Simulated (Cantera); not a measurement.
Charge: 1 mol TiC, 0.02 mol C, 0.47 mol H2, at 2150 K and 13.3 mbar.

Method: chemical equilibrium by Gibbs-energy minimisation in Cantera with the NASA 1993 tables (ideal gas, pure condensed phases). Candidate condensed phases: C, C6H6, C7H8, C8H18, Ti, TiC; 77 gas species. TiC: taken at fixed stoichiometry. Rates play no part.

Base state: H2 0.962, H 0.0358, C2H2 (acetylene) 0.00186 (mole fractions); condensed: C(graphite) + TiC(s).

Q: What changes in the equilibrium state with this change: TiC replaced by SiC?

A: 
```csv
species,before,after
H2,0.962,0.960
H,0.0358,0.0358
C2H2 (acetylene),0.00186,0.00186
Si,0,0.00155
SiC2,0,0.000122
SiH,0,8.55e-5
Si2C,0,7.61e-5
SiH2,0,2.07e-5
"C(graphite), mol",0.0182,0.0190
"TiC(s), mol",1.00,0
"SiC(s), mol",0,0.999
```
Gases not in the tables: Si2H6 and higher silanes. Further candidate phases: Si, SiC.

Q: What changes in the equilibrium state with this change: temperature from 2150 K to 2523.15 K?

A: 
| species | before | after |
|---|---|---|
| H2 | 0.962 | 0.778 |
| H | 0.0358 | 0.212 |
| C2H2 (acetylene) | 0.00186 | 0.00927 |
| Ti | 8.49e-7 | 0.000170 |
| C3 | 6.42e-8 | 5.33e-5 |
| C | 4.61e-8 | 1.71e-5 |
| C2H | 2.08e-6 | 0.000191 |
| C4H2 | 1.47e-6 | 4.56e-5 |
| C(graphite), mol | 0.0182 | 0.00993 |
| TiC(s), mol | 1.00 | 1.000 |
